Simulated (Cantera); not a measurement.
A Cantera script and its output.

```python
import numpy as np
import cantera as ct

gas = ct.Solution("gri30.yaml")
gas.TPX = 1750, 170000, {'CO': 1, 'H2': 0.52, 'O2': 1.55, 'N2': 5.83}
reactor = ct.IdealGasConstPressureReactor(gas, energy="on", clone=False)
net = ct.ReactorNet([reactor])
net.rtol, net.atol = 1e-08, 1e-16
show = ['CO', 'H2', 'O2', 'NO', 'CO2']
times = np.geomspace(2e-06, 0.4, 15)

steps = ct.SolutionArray(gas, extra=["t"])
rows = []
print(f"{'t/s':>10s}{'T/K':>9s}{'P/Pa':>11s}" + "".join(f"{s:>11s}" for s in show))
for t in times:
    while net.time < t:
        t_next = net.step()
        steps.append(gas.state, t=t_next)
    rows.append([np.interp(t, steps.t, y) for y in (steps.T, steps.P, *steps(*show).X.T)])
    print(f"{t:10.3e}{rows[-1][0]:9.1f}{rows[-1][1]:11.4g}" + "".join(f"{x:11.3e}" for x in rows[-1][2:]))
rate = np.gradient(steps.T, steps.t)
print("integrator steps:", len(steps.t))
if steps.T.max() > steps.T[0] + 200:
    print(f"time of steepest temperature rise: {steps.t[rate.argmax()]:.4e} s")
gas.TPX = 1750, 170000, {'CO': 1, 'H2': 0.52, 'O2': 1.55, 'N2': 5.83}
gas.equilibrate("HP")
print(f"equilibrium (HP): T = {gas.T:.1f} K  " + "  ".join(f"{s} {gas[s].X[0]:.3e}" for s in show))
```

Result:

```
       t/s      T/K       P/Pa         CO         H2         O2         NO        CO2
 2.000e-06   1750.0    1.7e+05  1.124e-01  5.838e-02  1.741e-01  3.844e-12  5.872e-06
 4.783e-06   1752.2    1.7e+05  1.116e-01  5.035e-02  1.689e-01  6.223e-09  7.707e-04
 1.144e-05   1894.8    1.7e+05  8.222e-02  4.876e-03  1.179e-01  9.985e-06  3.114e-02
 2.735e-05   2145.0    1.7e+05  5.159e-02  5.323e-03  1.032e-01  5.631e-05  6.374e-02
 6.540e-05   2392.3    1.7e+05  4.130e-02  3.962e-03  1.024e-01  2.004e-04  7.622e-02
 1.564e-04   2593.0    1.7e+05  2.998e-02  2.549e-03  1.010e-01  7.616e-04  8.934e-02
 3.740e-04   2684.3    1.7e+05  2.322e-02  1.889e-03  9.902e-02  2.410e-03  9.697e-02
 8.944e-04   2687.1    1.7e+05  2.249e-02  1.830e-03  9.721e-02  5.968e-03  9.779e-02
 2.139e-03   2680.4    1.7e+05  2.217e-02  1.809e-03  9.438e-02  1.187e-02  9.817e-02
 5.115e-03   2674.0    1.7e+05  2.187e-02  1.791e-03  9.175e-02  1.734e-02  9.852e-02
 1.223e-02   2672.3    1.7e+05  2.179e-02  1.786e-03  9.102e-02  1.885e-02  9.862e-02
 2.925e-02   2672.2    1.7e+05  2.179e-02  1.786e-03  9.100e-02  1.889e-02  9.862e-02
 6.995e-02   2672.2    1.7e+05  2.179e-02  1.786e-03  9.100e-02  1.889e-02  9.862e-02
 1.673e-01   2672.2    1.7e+05  2.179e-02  1.786e-03  9.100e-02  1.889e-02  9.862e-02
 4.000e-01   2672.2    1.7e+05  2.179e-02  1.786e-03  9.100e-02  1.889e-02  9.862e-02
integrator steps: 1232
time of steepest temperature rise: 7.0610e-06 s
equilibrium (HP): T = 2672.2 K  CO 2.179e-02  H2 1.786e-03  O2 9.100e-02  NO 1.889e-02  CO2 9.862e-02
```

Model: GRI-Mech 3.0 (53 species, 325 reactions), integrated in Cantera.
